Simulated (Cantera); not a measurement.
A perfectly stirred reactor is fed with N2O : H2O = 1 : 0.0072 (molar parts), at 1.00 atm; it is held at 1325 K, and followed from long to short residence time.

Computed with Cantera and GRI-Mech 3.0 (53 species, 325 reactions). GRI-Mech 3.0 was tuned for natural gas; its chemistry of N2O as a main component is partial and can be far from experiment. The mechanism lacks the step 2 NO + O2 → 2 NO2, which can matter for NO2 below about 1400 K. The temperature is held fixed by assumption; the heat of reaction is taken as removed at once.

What does this change do: temperature 1325 to 1248 K?


```
quantity                before    after
---------------------  -------  -------
x(N2O) at τ = 12.0 s    0.0175   0.0551
x(H2O) at τ = 12.0 s   0.00481  0.00491
x(NO) at τ = 12.0 s     0.0299   0.0321
x(N2) at τ = 12.0 s      0.637    0.611
x(H2) at τ = 12.0 s    9.37e-9  4.27e-9
x(N2O) at τ = 98.0 ms    0.582    0.822
x(H2O) at τ = 98.0 ms  0.00615  0.00673
x(NO) at τ = 98.0 ms    0.0368   0.0124
x(N2) at τ = 98.0 ms     0.256    0.108
x(H2) at τ = 98.0 ms   2.90e-8  1.19e-8
```

What does this change do: temperature 1325 to 1275 K?


| quantity | before | after |
|---|---|---|
| x(N2O) at τ = 12.0 s | 0.0175 | 0.0366 |
| x(H2O) at τ = 12.0 s | 0.00481 | 0.00486 |
| x(NO) at τ = 12.0 s | 0.0299 | 0.0316 |
| x(N2) at τ = 12.0 s | 0.637 | 0.623 |
| x(H2) at τ = 12.0 s | 9.37e-9 | 5.73e-9 |
| x(N2O) at τ = 98.0 ms | 0.582 | 0.749 |
| x(H2O) at τ = 98.0 ms | 0.00615 | 0.00656 |
| x(NO) at τ = 98.0 ms | 0.0368 | 0.0192 |
| x(N2) at τ = 98.0 ms | 0.256 | 0.154 |
| x(H2) at τ = 98.0 ms | 2.90e-8 | 1.64e-8 |
